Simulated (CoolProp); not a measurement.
A single-stage vapour-compression cycle with the fluid: evaporating at 325.15 K (dew point), condensing at 364.15 K (bubble point), superheat 5 K, subcooling 8 K, compressor efficiency 0.85, no pressure losses. The same conditions are run with several fluids, on thermodynamics alone (safety and materials aside).

Values from CoolProp's reference Helmholtz-energy equation of state of each fluid (n-hexane: Thol 2019; benzene: Thol 2012; R1336mzz(E): Akasaka 2023; fluoroethane (R161): Wu 2012; R365MFC: Lemmon 2016; R1336mzz(Z): McLinden 2020).

| fluid | cooling COP | pressure ratio | discharge temperature (K) | refrigerating effect (kJ/kg) | volumetric capacity (kJ/m³) |
|---|---|---|---|---|---|
| n-hexane | 6.36 | 3.35 | 364.2 | 280 | 527 |
| benzene | 6.64 | 3.59 | 375.7 | 362 | 409 |
| R1336mzz(E) | 5.72 | 2.69 | 364.1 | 91.7 | 2890 |
| fluoroethane (R161) | 5.25 | 2.24 | 382.7 | 214 | 9000 |
| R365MFC | 6.20 | 3.09 | 364.1 | 142 | 1240 |
| R1336mzz(Z) | 6.13 | 2.98 | 364.1 | 119 | 1470 |

The compression ends wet for: n-hexane; R1336mzz(E); R365MFC; R1336mzz(Z).
